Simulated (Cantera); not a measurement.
An isothermal, constant-pressure homogeneous reactor starts with 7.66 % H₂, 22.5 % O₂, 69.8 % N₂, at 900 K and 20.0 Torr.

Cantera simulation using the H2/O2 subset of GRI-Mech 3.0, which has no nitrogen chemistry; the numbers are that mechanism's predictions, not measurements. Radical loss at walls, strong at low pressure, is not modelled. Below about 950 K walls govern HO2 and H2O2 in real vessels. The temperature is held fixed by assumption; the heat of reaction is taken as removed at once.

x: mole fraction; the columns are a selection and need not sum to one.

```
t (s)         x H₂   x O₂     x H₂O      x OH       x H    x H₂O₂
--------  --------  -----  --------  --------  --------  --------
2.00e-6     0.0766  0.225    <1e-12    <1e-12    <1e-12    <1e-12
5.37e-6     0.0766  0.225    <1e-12    <1e-12    <1e-12    <1e-12
1.44e-5     0.0766  0.225    <1e-12    <1e-12    <1e-12    <1e-12
3.86e-5     0.0766  0.225    <1e-12    <1e-12    <1e-12    <1e-12
0.000104    0.0766  0.225    <1e-12    <1e-12  1.59e-12    <1e-12
0.000278    0.0766  0.225    <1e-12    <1e-12  4.47e-12    <1e-12
0.000746    0.0766  0.225  1.07e-11  1.52e-12  1.69e-11    <1e-12
0.00200     0.0766  0.225  2.34e-10  1.84e-11  1.88e-10    <1e-12
0.00537     0.0766  0.225   9.19e-8   6.35e-9   6.42e-8  1.48e-12
0.0144      0.0272  0.204    0.0390   0.00126    0.0207   1.69e-7
0.0386    0.000765  0.194    0.0785  0.000215  0.000274   2.33e-7
0.104     0.000142  0.194    0.0794   4.50e-5   6.62e-6   1.30e-7
0.278      3.12e-5  0.194    0.0796   1.88e-5   5.34e-7   6.88e-8
0.746      5.25e-6  0.194    0.0796   8.58e-6   4.38e-8   3.08e-8
2.00             …  0.194    0.0796         …         …         …
```

Some entries are withheld; supply them.


- 2.00, x H₂: 6.40e-7
- 2.00, x OH: 3.87e-6
- 2.00, x H: 3.36e-9
- 2.00, x H₂O₂: 1.25e-8
